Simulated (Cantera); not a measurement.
Thermodynamics of carbon deposition, reforming and gasification, feed CO + O2

Charge: 1 mol CO, 0.012 mol O2, at 2525 K.

Method: chemical equilibrium by Gibbs-energy minimisation in Cantera with the NASA 1993 tables (ideal gas, pure condensed phases). Candidate condensed phases: C; 12 gas species. The ideal-gas law is rough above about 30 bar. Kinetics and transport are ignored.

```tsv
P (Pa)	x CO	x CO2	x O	x O2	x C2O	x C3O2
10	0.977	0.00288	0.0203	0.000154	<1e-12	<1e-12
46	0.977	0.00908	0.0139	0.000332	<1e-12	<1e-12
220	0.976	0.0177	0.00566	0.000263	<1e-12	<1e-12
1000	0.976	0.0222	0.00157	9.15e-5	<1e-12	<1e-12
4600	0.976	0.0236	0.000361	2.24e-5	2.04e-12	<1e-12
22000	0.976	0.0239	7.66e-5	4.82e-6	9.64e-12	<1e-12
100000	0.976	0.0240	1.69e-5	1.07e-6	4.37e-11	<1e-12
460000	0.976	0.0240	3.68e-6	2.32e-7	2.01e-10	6.68e-12
2200000	0.976	0.0240	7.69e-7	4.85e-8	9.60e-10	1.53e-10
10000000	0.976	0.0240	1.69e-7	1.07e-8	4.37e-9	3.15e-9
```
x: gas mole fraction; nothing condenses.

From 10.0 Pa to 100 bar nothing is condensed. The main C-bearing gas is CO throughout.
